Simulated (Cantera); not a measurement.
What does this Cantera script print?

```python
import numpy as np
import cantera as ct

gas_names = """
    Fe H H2 H2S N NH NH2 NH3 N2 N2H2 N2H4 S SH SN S2 S8
""".split()
cond_names = """
    Fe(a) Fe(c) Fe(d) Fe(L) FeS(a) FeS(b) FeS(c) FeS(L) FeS2(s) S(cr1) S(cr2) S(L)
""".split()


# ... load() reads the species with a 1 bar reference pressure and builds the phases ...
atoms = {
    'FeS': {'Fe': 1, 'S': 1},
    'H2': {'H': 2},
    'N2': {'N': 2},
}
top_T = {'FeS2(s)': 1010}  # K; cautious upper limits of use, not melting points


# ... equilibrate(T, P, feed) seeds the gas with the atoms and calls Mixture.equilibrate('TP', solver="vcs", rtol=1e-11, max_steps=5000) ...
results = []
feed = {'FeS': 1, 'H2': 17, 'N2': 2.6}  # mol
P = 3800  # Pa
for T in [900, 1000, 1100, 1200, 1300, 1400, 1500, 1600, 1700, 1800, 1900, 2000, 2100]:
    mix = equilibrate(T, P, feed)
    results.append((T, P, feed, dict(zip(mix.species_names, mix.species_moles))))
    x = sorted(zip(gas.X, gas.species_names), reverse=True)
    print(f"T = {T:g} K  P = {P:g} Pa  gas = {mix.phase_moles(0):.4g} mol")
    print("   x: " + "  ".join(f"{s} {v:.3e}" for v, s in x if v > 1e-06))
    print("   condensed (mol): " + ("  ".join(f"{mix.phase(i).name} {mix.phase_moles(i):.4g}"
          for i in range(1, mix.n_phases) if mix.phase_moles(i) > 1e-12) or "none"))
```

It prints:

```
T = 900 K  P = 3800 Pa  gas = 19.6 mol
   x: H2 8.669e-01  N2 1.326e-01  H2S 3.983e-04  NH3 1.353e-05
   condensed (mol): Fe(a) 0.007806  FeS(c) 0.9922
T = 1000 K  P = 3800 Pa  gas = 19.6 mol
   x: H2 8.664e-01  N2 1.327e-01  H2S 9.536e-04  NH3 6.498e-06
   condensed (mol): Fe(a) 0.01869  FeS(c) 0.9813
T = 1100 K  P = 3800 Pa  gas = 19.6 mol
   x: H2 8.654e-01  N2 1.327e-01  H2S 1.976e-03  NH3 3.540e-06
   condensed (mol): Fe(a) 0.03874  FeS(c) 0.9613
T = 1200 K  P = 3800 Pa  gas = 19.6 mol
   x: H2 8.637e-01  N2 1.327e-01  H2S 3.651e-03  SH 3.299e-06  NH3 2.123e-06
   condensed (mol): Fe(c) 0.07165  FeS(c) 0.9283
T = 1300 K  P = 3800 Pa  gas = 19.6 mol
   x: H2 8.612e-01  N2 1.326e-01  H2S 6.116e-03  SH 1.972e-05  S2 1.076e-05  H 5.266e-06  NH3 1.372e-06
   condensed (mol): Fe(c) 0.1207  FeS(c) 0.8793
T = 1400 K  P = 3800 Pa  gas = 19.6 mol
   x: H2 8.578e-01  N2 1.326e-01  H2S 9.413e-03  SH 9.043e-05  S2 8.503e-05  H 2.311e-05
   condensed (mol): Fe(c) 0.1896  FeS(c) 0.8104
T = 1500 K  P = 3800 Pa  gas = 19.61 mol
   x: H2 8.539e-01  N2 1.326e-01  H2S 1.270e-02  S2 4.409e-04  SH 3.143e-04  H 8.344e-05  S 4.384e-06  Fe 3.947e-06
   condensed (mol): Fe(c) 0.2725  FeS(L) 0.7274
T = 1600 K  P = 3800 Pa  gas = 19.64 mol
   x: H2 8.501e-01  N2 1.324e-01  H2S 1.483e-02  S2 1.504e-03  SH 8.403e-04  H 2.572e-04  Fe 2.885e-05  S 2.404e-05
   condensed (mol): Fe(c) 0.3667  FeS(L) 0.6327
T = 1700 K  P = 3800 Pa  gas = 19.72 mol
   x: H2 8.438e-01  N2 1.319e-01  H2S 1.692e-02  S2 4.433e-03  SH 1.994e-03  H 6.944e-04  Fe 1.656e-04  S 1.079e-04
   condensed (mol): Fe(d) 0.5466  FeS(L) 0.4501
T = 1800 K  P = 3800 Pa  gas = 19.91 mol
   x: H2 8.318e-01  N2 1.306e-01  H2S 1.890e-02  S2 1.161e-02  SH 4.287e-03  H 1.675e-03  Fe 7.755e-04  S 4.106e-04
   condensed (mol): Fe(d) 0.9171  FeS(L) 0.06747
T = 1900 K  P = 3800 Pa  gas = 20.06 mol
   x: H2 8.278e-01  N2 1.296e-01  H2S 1.498e-02  S2 1.392e-02  SH 6.074e-03  H 3.704e-03  Fe 2.932e-03  S 9.664e-04
   condensed (mol): Fe(L) 0.9412
T = 2000 K  P = 3800 Pa  gas = 20.28 mol
   x: H2 8.195e-01  N2 1.282e-01  S2 1.421e-02  H2S 1.124e-02  Fe 9.597e-03  SH 7.714e-03  H 7.552e-03  S 1.945e-03  SN 1.283e-06
   condensed (mol): Fe(L) 0.8054
T = 2100 K  P = 3800 Pa  gas = 20.78 mol
   x: H2 7.982e-01  N2 1.251e-01  Fe 2.787e-02  H 1.428e-02  S2 1.357e-02  SH 9.189e-03  H2S 8.257e-03  S 3.547e-03  SN 2.198e-06
   condensed (mol): Fe(L) 0.4209
```

Method: chemical equilibrium by Gibbs-energy minimisation in Cantera with the NASA 1993 tables (ideal gas, pure condensed phases). Metal and sulfide melt together well below either melting point, which pure phases cannot show. Mutual solubility and eutectic melting of coexisting phases are not modelled. FeS: taken at fixed stoichiometry. Gases not in the tables: S3 to S7.
